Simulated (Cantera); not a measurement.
What does this Cantera script print?

```python
import numpy as np
import cantera as ct

gas = ct.Solution("gri30.yaml", transport_model="multicomponent")
show = ['C2H2', 'H', 'CH4']

rows = []
print(f"{'T/K':>7s}{'rho':>11s}{'cp':>10s}{'mu':>11s}{'lambda':>11s}{'Pr':>7s}" + "".join(f"{'D_' + s:>11s}" for s in show))
for T in [400, 650, 900, 1150, 1400, 1650, 1900, 2150]:
    gas.TPX = T, 11, {'C3H8': 0.41}
    Pr = gas.cp_mass * gas.viscosity / gas.thermal_conductivity
    D = [gas.mix_diff_coeffs_mole[gas.species_index(s)] for s in show]
    rows.append([gas.density, gas.cp_mass, gas.viscosity, gas.thermal_conductivity, Pr, *D])
    print(f"{T:7g}{gas.density:11.4e}{gas.cp_mass:10.1f}{gas.viscosity:11.4e}"
          f"{gas.thermal_conductivity:11.4e}{Pr:7.3f}" + "".join(f"{d:11.4e}" for d in D))
print("SI units: kg/m3, J/kg/K, Pa s, W/m/K, m2/s")
```

Result:

```
    T/K        rho        cp         mu     lambda     Pr     D_C2H2        D_H      D_CH4
    400 1.4585e-04    2133.9 1.0870e-05 3.0588e-02  0.758 1.4378e-01 1.0442e+00 1.9703e-01
    650 8.9754e-05    3083.2 1.6514e-05 6.7102e-02  0.759 3.4941e-01 2.4952e+00 4.7031e-01
    900 6.4822e-05    3748.9 2.1240e-05 1.0517e-01  0.757 6.1930e-01 4.3869e+00 8.2643e-01
   1150 5.0731e-05    4195.3 2.5378e-05 1.4103e-01  0.755 9.4457e-01 6.6615e+00 1.2546e+00
   1400 4.1672e-05    4523.1 2.9111e-05 1.7490e-01  0.753 1.3198e+00 9.2834e+00 1.7482e+00
   1650 3.5358e-05    4780.3 3.2552e-05 2.0720e-01  0.751 1.7411e+00 1.2228e+01 2.3024e+00
   1900 3.0705e-05    4977.9 3.5772e-05 2.3761e-01  0.749 2.2061e+00 1.5477e+01 2.9140e+00
   2150 2.7135e-05    5126.1 3.8823e-05 2.6603e-01  0.748 2.7126e+00 1.9016e+01 3.5802e+00
SI units: kg/m3, J/kg/K, Pa s, W/m/K, m2/s
```

Cantera simulation using GRI-Mech 3.0 (53 species, 325 reactions); the numbers are that mechanism's predictions, not measurements. The composition is frozen, though it would react at the higher temperatures.
